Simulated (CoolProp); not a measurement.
Properties of n-heptane at several states.

Values from CoolProp's reference Helmholtz-energy equation of state, Span 2003. It is a short technical equation, of lower accuracy than the large ones.

```
T (°C)  p (bar)          phase  density (kg/m³)  Joule-Thomson coefficient (K/MPa)  conductivity (mW/(m K))
------  -------  -------------  ---------------  ---------------------------------  -----------------------
301.75     36.5  supercritical            166.8                              13.37                     59.5
51.05      6.61         liquid            657.9                            -0.3718                      115
97.25     0.567            gas            1.901                              30.73                     18.8
```

Thermal conductivity comes from a separate model (Assael 2013).
